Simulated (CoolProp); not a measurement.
Computed with CoolProp (reference Helmholtz-energy equation of state, Fiedler 2023).

Task: Give the vapour pressure (kPa), enthalpy of vaporisation (kJ/kg), liquid cp (kJ/(kg K)), vapour Z of saturated tetrahydrofuran at 385.4, 482.1 K.

Result: 
```csv
T (K),p (kPa),enthalpy of vaporisation (kJ/kg),liquid cp (kJ/(kg K)),vapour Z
385.4,370,379,2.09,0.927
482.1,2330,265,2.75,0.715
```
